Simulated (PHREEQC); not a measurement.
# Phosphoric acid bath (model solution)

Solution (25 °C): 0.0081 mol/kgw H3PO4 and 0.0024 mol/kgw NaOH. Closed to the air; pH follows from the charge balance.

The numbers come from PHREEQC with the ion-association model, phreeqc.dat.

No solid was allowed to form.

What pH does the model give?

pH 2.51.

In which forms is P present?

H2PO4- 70 %, H3PO4 30 % of the P.

Complexes and solids missing from the database can't appear.
